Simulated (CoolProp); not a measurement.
Vapour-liquid equilibrium of ammonia (1) + benzene (2) at 21.75 °C; x and y are mole fractions of (1).

Values from CoolProp's multi-fluid Helmholtz-energy mixture model, Gao 2020 and Thol 2012; pair parameters Bell 2016.

| x | bubble pressure, mixture model (MPa) | bubble pressure, Raoult's law (MPa) | y, mixture model | y, Raoult's law |
|---|---|---|---|---|
| 0.05 | 0.1375 | 0.05566 | 0.921 | 0.814 |
| 0.2 | 0.4471 | 0.1899 | 0.976 | 0.954 |
| 0.35 | 0.6180 | 0.3242 | 0.983 | 0.978 |
| 0.5 | 0.6886 | 0.4585 | 0.986 | 0.988 |
| 0.65 | 0.7236 | 0.5927 | 0.987 | 0.994 |
| 0.8 | 0.7714 | 0.7270 | 0.990 | 0.997 |
| 0.95 | 0.8625 | 0.8613 | 0.996 | 0.999 |

The largest gap from Raoult's law is +147.0 % in bubble pressure, at x = 0.05. No azeotrope shows between x = 0.05 and 0.95.

The pair parameters rest on a limited set of measurements; away from them the model extrapolates. With so large a gap from Raoult's law the liquid may split in two, which this calculation doesn't test in full.
